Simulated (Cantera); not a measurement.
A perfectly stirred reactor is fed with 32.5 % H2, 25.0 % O2, 42.5 % N2, equivalence ratio 0.65, at 0.610 bar; it is held at 1250 K, and followed from long to short residence time.

Cantera simulation using the H2/O2 subset of GRI-Mech 3.0, which has no nitrogen chemistry; the numbers are that mechanism's predictions, not measurements. The temperature is held fixed by assumption; the heat of reaction is taken as removed at once.

Predict: x(H2) at τ = 1.20 s; x(O2) at τ = 1.20 s; x(H) at τ = 1.20 s; x(H2O2) at τ = 1.20 s; x(H2O) at τ = 1.20 s; x(H2) at τ = 20.0 ms; x(O2) at τ = 20.0 ms; x(H) at τ = 20.0 ms; x(H2O2) at τ = 20.0 ms; x(H2O) at τ = 20.0 ms.


* **x(H2) at τ = 1.20 s**: 0.000164
* **x(O2) at τ = 1.20 s**: 0.104
* **x(H) at τ = 1.20 s**: 2.03e-6
* **x(H2O2) at τ = 1.20 s**: 5.59e-7
* **x(H2O) at τ = 1.20 s**: 0.388
* **x(H2) at τ = 20.0 ms**: 0.00239
* **x(O2) at τ = 20.0 ms**: 0.105
* **x(H) at τ = 20.0 ms**: 0.000121
* **x(H2O2) at τ = 20.0 ms**: 3.76e-6
* **x(H2O) at τ = 20.0 ms**: 0.385
